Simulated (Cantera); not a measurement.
# Thermodynamics of chlorosilane synthesis and conversion, feed SiCl4 + Cl2 + H2

Input: 1 mol SiCl4, 0.84 mol Cl2, a varied amount of H2, held at 850 °C and 0.330 bar.

Equilibrium computed with Cantera from the NASA thermochemical tables; the gas is ideal and each condensed phase is pure. Candidate condensed phases: Si; 19 gas species. The tables' values for SiCl3 are old estimates; treat these amounts as uncertain. Equilibrium is a limit: real reactors are often held back by kinetics, nucleation or transport.

| n(H2) (mol) | log p H2 | log p HCl | log p SiCl4 | log p Cl2 |
|---|---|---|---|---|
| 0.29 | -10.47 | -1.05 | -0.81 | -1.07 |
| 0.48 | -9.88 | -0.87 | -0.85 | -1.29 |
| 0.81 | -8.40 | -0.70 | -0.90 | -2.43 |
| 1.3 | -1.32 | -0.75 | -0.98 | -9.63 |
| 2.2 | -0.96 | -0.86 | -1.10 | -10.21 |
| 3.7 | -0.77 | -0.99 | -1.24 | -10.66 |
| 6.1 | -0.67 | -1.14 | -1.41 | -11.07 |
log p: log10 of the partial pressure in bar; nothing condenses.

From 0.29 mol H2 to 6.1 mol H2 nothing is condensed. The main Si-bearing gas is SiCl4 throughout.
